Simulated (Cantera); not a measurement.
# Silicon etching in halogen gases: Si + NF3 + H2 + HF

Input: 1 mol Si, 2.4 mol NF3, 4.7 mol H2, 5.5 mol HF, equilibrated at 8.20 Pa.

Method: chemical equilibrium by Gibbs-energy minimisation in Cantera with the NASA 1993 tables (ideal gas, pure condensed phases). Candidate condensed phases: Si, Si3N4; 37 gas species. The tables' values for SiF3, SiF2 are old estimates; treat these amounts as uncertain. The numbers say what is thermodynamically allowed, not how fast it happens.

From 825 K to 1625 K nothing is condensed. The main Si-bearing gas is SiF4 throughout.

| T (K) | log p HF | log p H2 | log p N2 | log p SiF4 | log p SiF3 | log p H | log p SiF2 |
|---|---|---|---|---|---|---|---|
| 825 | -4.29 | -4.74 | -5.15 | -5.23 | -14.00 | -13.47 | <-16 |
| 925 | -4.29 | -4.74 | -5.15 | -5.23 | -12.26 | -11.95 | <-16 |
| 1025 | -4.29 | -4.74 | -5.15 | -5.23 | -10.86 | -10.73 | <-16 |
| 1125 | -4.29 | -4.74 | -5.15 | -5.23 | -9.71 | -9.72 | -14.06 |
| 1225 | -4.29 | -4.74 | -5.15 | -5.23 | -8.76 | -8.88 | -12.27 |
| 1325 | -4.29 | -4.74 | -5.15 | -5.23 | -7.95 | -8.16 | -10.76 |
| 1425 | -4.29 | -4.74 | -5.15 | -5.24 | -7.26 | -7.54 | -9.47 |
| 1525 | -4.29 | -4.75 | -5.15 | -5.25 | -6.68 | -7.00 | -8.37 |
| 1625 | -4.29 | -4.76 | -5.16 | -5.29 | -6.20 | -6.53 | -7.45 |
log p: log10 of the partial pressure in bar; nothing condenses.
